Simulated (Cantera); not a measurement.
A Cantera script and its output.

```python
import numpy as np
import cantera as ct

gas = ct.Solution("h2o2.yaml")
gas.TPX = 1000, 42000, {'H2': 0.66, 'O2': 1, 'N2': 17}
reactor = ct.IdealGasConstPressureReactor(gas, energy="off", clone=False)
net = ct.ReactorNet([reactor])
net.rtol, net.atol = 1e-08, 1e-18
show = ['H2', 'O2', 'H', 'H2O', 'HO2', 'OH', 'H2O2']
times = np.geomspace(8e-05, 100, 13)

steps = ct.SolutionArray(gas, extra=["t"])
rows = []
print(f"{'t/s':>10s}{'T/K':>9s}{'P/Pa':>11s}" + "".join(f"{s:>11s}" for s in show))
for t in times:
    while net.time < t:
        t_next = net.step()
        steps.append(gas.state, t=t_next)
    rows.append([np.interp(t, steps.t, y) for y in (steps.T, steps.P, *steps(*show).X.T)])
    print(f"{t:10.3e}{rows[-1][0]:9.1f}{rows[-1][1]:11.4g}" + "".join(f"{x:11.3e}" for x in rows[-1][2:]))
rate = np.gradient(steps.T, steps.t)
print("integrator steps:", len(steps.t))
if steps.T.max() > steps.T[0] + 200:
    print(f"time of steepest temperature rise: {steps.t[rate.argmax()]:.4e} s")
gas.TPX = 1000, 42000, {'H2': 0.66, 'O2': 1, 'N2': 17}
gas.equilibrate("TP")
print(f"equilibrium (TP): T = {gas.T:.1f} K  " + "  ".join(f"{s} {gas[s].X[0]:.3e}" for s in show))
```

Output:

```
       t/s      T/K       P/Pa         H2         O2          H        H2O        HO2         OH       H2O2
 8.000e-05   1000.0    4.2e+04  3.537e-02  5.359e-02  5.528e-11  3.445e-11  5.963e-11  4.676e-12  2.497e-14
 2.577e-04   1000.0    4.2e+04  3.537e-02  5.359e-02  6.855e-10  1.052e-09  4.847e-10  6.423e-11  4.553e-13
 8.303e-04   1000.0    4.2e+04  3.537e-02  5.359e-02  6.844e-07  1.260e-06  3.834e-07  6.530e-08  4.073e-10
 2.675e-03   1000.0    4.2e+04  1.750e-03  3.729e-02  2.349e-04  3.400e-02  1.058e-05  1.710e-04  1.301e-06
 8.618e-03   1000.0    4.2e+04  2.949e-04  3.668e-02  3.395e-06  3.569e-02  4.462e-06  1.962e-05  6.123e-07
 2.776e-02   1000.0    4.2e+04  7.469e-05  3.658e-02  2.893e-07  3.593e-02  1.745e-06  7.109e-06  2.663e-07
 8.944e-02   1000.0    4.2e+04  1.222e-05  3.656e-02  2.124e-08  3.599e-02  3.876e-07  3.278e-06  4.537e-08
 2.882e-01   1000.0    4.2e+04  8.359e-07  3.655e-02  7.587e-10  3.600e-02  3.430e-08  1.505e-06  7.731e-09
 9.283e-01   1000.0    4.2e+04  2.044e-08  3.655e-02  2.350e-11  3.601e-02  2.487e-09  6.735e-07  1.670e-09
 2.991e+00   1000.0    4.2e+04  7.244e-10  3.655e-02  2.329e-12  3.601e-02  5.095e-10  3.361e-07  4.351e-10
 9.635e+00   1000.0    4.2e+04  1.786e-10  3.655e-02  3.676e-13  3.601e-02  1.752e-10  1.807e-07  1.289e-10
 3.104e+01   1000.0    4.2e+04  5.694e-11  3.655e-02  6.941e-14  3.601e-02  1.052e-10  1.013e-07  4.112e-11
 1.000e+02   1000.0    4.2e+04  2.849e-11  3.655e-02  2.269e-14  3.601e-02  1.124e-10  6.385e-08  1.654e-11
integrator steps: 1876
equilibrium (TP): T = 1000.0 K  H2 2.556e-11  O2 3.655e-02  H 1.782e-14  H2O 3.601e-02  HO2 1.212e-10  OH 5.552e-08  H2O2 1.256e-11
```

Detailed kinetics in Cantera: the H2/O2 subset of GRI-Mech 3.0, which has no nitrogen chemistry. The temperature is held fixed by assumption; the heat of reaction is taken as removed at once.
